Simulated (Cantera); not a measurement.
**FeS + H₂ + H₂O (hydrogen reduction and annealing atmospheres)**

Feed: 1 mol FeS, 480 mol H₂, 0.55 mol H₂O, at 1273 K and 1.00 bar.

Method: chemical equilibrium by Gibbs-energy minimisation in Cantera with the NASA 1993 tables (ideal gas, pure condensed phases). Candidate condensed phases: Fe, FeO, Fe(OH)₂, Fe(OH)₃, FeS, FeSO₄, FeS₂, Fe₂O₃, Fe₂(SO₄)₃, Fe₃O₄, H₂O, H₂SO₄, S; 22 gas species. Kinetics and transport are ignored.

```json
{
 "x(H₂)": "0.997",
 "x(H₂S)": "0.00208",
 "x(H₂O)": "0.00114",
 "n(Fe(γ))": "1.00 mol",
 "gas_amount": "480.6 mol",
 "log10 activity of S(l) (absent)": "-4.72",
 "log10 activity of Fe(OH)₂(s) (absent)": "-10.70",
 "log10 activity of Fe(OH)₃(s) (absent)": "-18.48"
}
```
